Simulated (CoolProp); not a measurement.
Values from CoolProp's reference Helmholtz-energy equation of state, Zhou 2014.

Problem. For cyclohexane, give the phase and the speed of sound (m/s), Joule-Thomson coefficient (K/MPa) at 496.3 K and 194 kPa.

Solution. 
- 496.3 K and 194 kPa: gas; speed of sound 222, Joule-Thomson coefficient 8.52
